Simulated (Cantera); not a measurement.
**Pyrogenic steam for wet oxidation**

An isothermal, constant-pressure homogeneous reactor starts with H2 : O2 : N2 = 0.94 : 1 : 3.8 (molar parts), at 1275 K and 0.128 atm.

Detailed kinetics in Cantera: the H2/O2 subset of GRI-Mech 3.0, which has no nitrogen chemistry. The temperature is held fixed by assumption; the heat of reaction is taken as removed at once.

```tsv
t (s)	x H2	x O2	x O	x H2O	x H	x H2O2
0.000200	0.152	0.169	0.00160	0.00820	0.00639	1.05e-7
0.000386	0.0154	0.103	0.0238	0.118	0.0597	8.62e-7
0.000746	0.0114	0.102	0.0149	0.141	0.0322	1.07e-6
0.00144	0.00594	0.100	0.00668	0.163	0.0104	1.22e-6
0.00278	0.00192	0.100	0.00200	0.174	0.00172	1.01e-6
0.00537	0.000446	0.100	0.000447	0.177	0.000181	5.54e-7
0.0104	0.000101	0.100	0.000102	0.178	1.96e-5	2.46e-7
0.0200	2.71e-5	0.100	2.81e-5	0.178	2.83e-6	1.07e-7
0.0386	8.77e-6	0.101	9.43e-6	0.178	5.49e-7	4.85e-8
0.0746	3.31e-6	0.101	3.67e-6	0.178	1.32e-7	2.28e-8
0.144	1.39e-6	0.101	1.58e-6	0.178	3.72e-8	1.12e-8
0.278	6.33e-7	0.101	7.29e-7	0.178	1.17e-8	5.63e-9
0.537	3.09e-7	0.101	3.59e-7	0.178	4.04e-9	2.96e-9
1.04	1.66e-7	0.101	1.93e-7	0.178	1.61e-9	1.68e-9
2.00	1.07e-7	0.101	1.23e-7	0.178	8.32e-10	1.12e-9
```
x: mole fraction; the columns are a selection and need not sum to one.

Equilibrium at this temperature and pressure: H2 8.67e-8, O2 0.101, O 9.89e-8, H2O 0.178, H 6.06e-10, H2O2 9.20e-10 (gas phase only).
